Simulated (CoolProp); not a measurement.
Saturation properties of cyclopentane.

Values from CoolProp's reference Helmholtz-energy equation of state, Gedanitz 2015.

```csv
T (K),p (MPa),enthalpy of vaporisation (kJ/kg),liquid cp (kJ/(kg K)),liquid conductivity (mW/(m K))
348.6,…,368.8,2.078,108
361.7,0.3148,357.7,2.153,104
374.7,0.4322,345.9,2.231,99.5
387.8,0.5809,333.2,2.312,95.2
400.9,0.7649,319.5,2.398,91.1
414,0.9889,304.6,2.489,87.1
427.1,1.258,288.4,2.590,83.3
440.2,1.578,270.3,2.706,79.7
453.2,1.951,250.2,2.847,…
466.3,…,226.8,3.042,73.1
479.4,…,198.8,…,70.3
492.5,3.502,162.2,4.075,68.1
```

Question: What belongs in the gaps?

Answer: 
- 348.6, p (MPa): 0.2228
- 453.2, liquid conductivity (mW/(m K)): 76.3
- 466.3, p (MPa): 2.392
- 479.4, p (MPa): 2.905
- 479.4, liquid cp (kJ/(kg K)): 3.359

It boils at 322.4 K under 1 atm.

Thermal conductivity comes from a separate model (Vassiliou 2015).
